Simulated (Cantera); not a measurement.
A Cantera script and what it prints.

```python
import numpy as np
import cantera as ct

gas_names = [...]  # 109 gases of nasa_gas.yaml made of C, Cl, H, Si
cond_names = """
    C(gr) C6H6(L) C7H8(L) C8H18(L),n-octa Si(cr) Si(L) SiC(b)
""".split()


# ... load() reads the species with a 1 bar reference pressure and builds the phases ...
atoms = {
    'CH3SiCl3': {'C': 1, 'H': 3, 'Si': 1, 'CL': 3},
    'CH4': {'C': 1, 'H': 4},
    'H2': {'H': 2},
}
top_T = {'C(gr)': 4500, 'SiC(b)': 3050}  # K; cautious upper limits of use, not melting points


# ... equilibrate(T, P, feed) seeds the gas with the atoms and calls Mixture.equilibrate('TP', solver="vcs", rtol=1e-11, max_steps=5000) ...
results = []
feed = {'CH3SiCl3': 1, 'CH4': 0.012, 'H2': 1400}  # mol
T = 1075  # K
P = 133.322  # Pa
mix = equilibrate(T, P, feed)
results.append((T, P, feed, dict(zip(mix.species_names, mix.species_moles))))
x = sorted(zip(gas.X, gas.species_names), reverse=True)
print(f"T = {T:g} K  P = {P:g} Pa  gas = {mix.phase_moles(0):.4g} mol")
print("   x: " + "  ".join(f"{s} {v:.3e}" for v, s in x if v > 1e-05))
print("   condensed (mol): " + ("  ".join(f"{mix.phase(i).name} {mix.phase_moles(i):.4g}"
      for i in range(1, mix.n_phases) if mix.phase_moles(i) > 1e-12) or "none"))
```

Result:

```
T = 1075 K  P = 133.322 Pa  gas = 1403 mol
   x: H2 9.979e-01  HCL 2.138e-03
   condensed (mol): SiC(b) 0.9999
```

Method: chemical equilibrium by Gibbs-energy minimisation in Cantera with the NASA 1993 tables (ideal gas, pure condensed phases). The feed counts by its element totals alone.
